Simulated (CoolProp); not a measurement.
Vapour-liquid equilibrium of CHF3 (R23) (1) + R125 (2) at -83.75 °C; x and y are mole fractions of (1).

Values from CoolProp's multi-fluid Helmholtz-energy mixture model, Penoncello 2003 and Lemmon 2005; pair parameters Bell 2016.

Q: Give the bubble pressure and the first vapour's composition at x = 0.2, 0.65, 0.95. Is there an azeotrope?

A: x = 0.2: 0.02785 MPa, y = 0.658; x = 0.65: 0.06428 MPa, y = 0.932; x = 0.95: 0.08757 MPa, y = 0.992. No azeotrope shows between x = 0.05 and 0.95.

The pair parameters rest on a limited set of measurements; away from them the model extrapolates. The gap from Raoult's law changes sign with composition, which may be real or a fault of the pair parameters; it wasn't checked against measurements.
